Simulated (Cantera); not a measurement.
What does this Cantera script print?

```python
import numpy as np
import cantera as ct

gas_names = """
    CL CL2 Fe FeCL FeCL2 FeCL3 Fe2CL4 Fe2CL6 H HCL H2
""".split()
cond_names = """
    Fe(a) Fe(c) Fe(d) Fe(L) FeCL2(s) FeCL2(L) FeCL3(s) FeCL3(L)
""".split()


# ... load() reads the species with a 1 bar reference pressure and builds the phases ...
atoms = {
    'FeCl3': {'Fe': 1, 'CL': 3},
    'HCl': {'H': 1, 'CL': 1},
    'H2': {'H': 2},
}
top_T = {}  # K; cautious upper limits of use, not melting points


# ... equilibrate(T, P, feed) seeds the gas with the atoms and calls Mixture.equilibrate('TP', solver="vcs", rtol=1e-11, max_steps=5000) ...
results = []
feed = {'FeCl3': 1, 'HCl': 1.2, 'H2': 92}  # mol
T = 1975  # K
P = 37000  # Pa
mix = equilibrate(T, P, feed)
results.append((T, P, feed, dict(zip(mix.species_names, mix.species_moles))))
print(gas.report(threshold=0.0001))
for i in range(1, mix.n_phases):
    print(f"{mix.phase(i).name:16s} {mix.phase_moles(i):12.5e} mol")
```

Output:

```
       temperature   1975 K
          pressure   37000 Pa
           density   0.0083279 kg/m^3
  mean mol. weight   3.696 kg/kmol
   phase of matter   gas

                          1 kg             1 kmol
                     ---------------   ---------------
          enthalpy        1.3279e+07        4.9081e+07  J
   internal energy        8.8365e+06         3.266e+07  J
           entropy             54315        2.0075e+05  J/K
    Gibbs function       -9.3993e+07        -3.474e+08  J
 heat capacity c_p            9252.1             34196  J/K
 heat capacity c_v            7002.5             25881  J/K

                      mass frac. Y      mole frac. X     chem. pot. / RT
                     ---------------   ---------------   ---------------
                Fe          0.011205        0.00074157           -7.6369
             FeCL2          0.072066         0.0021015           -59.366
                 H         0.0005995         0.0021982            -10.24
               HCL           0.39445          0.039988           -36.105
                H2           0.52085           0.95489           -20.481
     [   +6 minor]        0.00083527        7.5856e-05

Fe(L)             7.29580e-01 mol
FeCL2(L)          0.00000e+00 mol
FeCL3(L)          0.00000e+00 mol
```

Method: chemical equilibrium by Gibbs-energy minimisation in Cantera with the NASA 1993 tables (ideal gas, pure condensed phases).
